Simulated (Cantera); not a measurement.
Charge: 1 mol Si₃N₄, 0.033 mol Si, 0.39 mol H₂, held at 4.10e-5 bar.

Equilibrium computed with Cantera from the NASA thermochemical tables; the gas is ideal and each condensed phase is pure. Candidate condensed phases: Si, Si₃N₄; 18 gas species. Mutual solubility and eutectic melting of coexisting phases are not modelled. The numbers say what is thermodynamically allowed, not how fast it happens.

### Question
Which condensed phases are stable at each of these points (T (°C)): 1202, 1352, 1502, 1652, 1802, 1952, 2102, 2252, 2402, 2552, 2702?

### Answer
```csv
T (°C),condensed phases,Si condensed (%)
1202,Si(s) + Si₃N₄(s),100.0
1352,Si(s),99.7
1502,Si(l),95.4
1652,Si(l),37.5
1802,gas only,0.0
1952,gas only,0.0
2102,gas only,0.0
2252,gas only,0.0
2402,gas only,0.0
2552,gas only,0.0
2702,gas only,0.0
```

At 1202 °C the condensed part is Si(s) + Si₃N₄(s). At 1352 °C the condensed part is Si(s). From 1502 °C to 1652 °C the condensed part is Si(l). From 1802 °C to 2702 °C nothing is condensed.
